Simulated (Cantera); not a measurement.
Input: 1 mol CH3F, 0.48 mol F2, at 2400 K and 24.0 Pa.

Method: chemical equilibrium by Gibbs-energy minimisation in Cantera with the NASA 1993 tables (ideal gas, pure condensed phases). Candidate condensed phases: C, C6H6, C7H8, C8H18; 95 gas species. Equilibrium is a limit: real reactors are often held back by kinetics, nucleation or transport.

Base state: HF 0.684, H 0.250, H2 0.0595, F 0.00459, C2H2 (acetylene) 0.000415, C3 0.000409, C 0.000166, CF 0.000109 (mole fractions); condensed: C(graphite).

Question: What changes in the equilibrium state with this change: CH3F replaced by CF4?

Answer: 
| species | before | after |
|---|---|---|
| F | 0.00459 | 0.929 |
| CF2 | 1.19e-6 | 0.0487 |
| CF | 0.000109 | 0.0220 |
| HF | 0.684 | 0 |
| H | 0.250 | 0 |
| H2 | 0.0595 | 0 |
| C2H2 (acetylene) | 0.000415 | 0 |
| C2H | 0.000100 | 0 |
| CF3 | <1e-9 | 6.32e-5 |
| CF4 | <1e-9 | 1.90e-5 |
| C(graphite), mol | 0.993 | 0.658 |

Question: What changes in the equilibrium state with this change: F2 from 0.48 to 0.66 mol?

Answer: 
| species | before | after |
|---|---|---|
| HF | 0.684 | 0.783 |
| H | 0.250 | 0.178 |
| H2 | 0.0595 | 0.0302 |
| C2H2 (acetylene) | 0.000415 | 0.000210 |
| F | 0.00459 | 0.00737 |
| CF | 0.000109 | 0.000175 |
| C(graphite), mol | 0.993 | 0.993 |
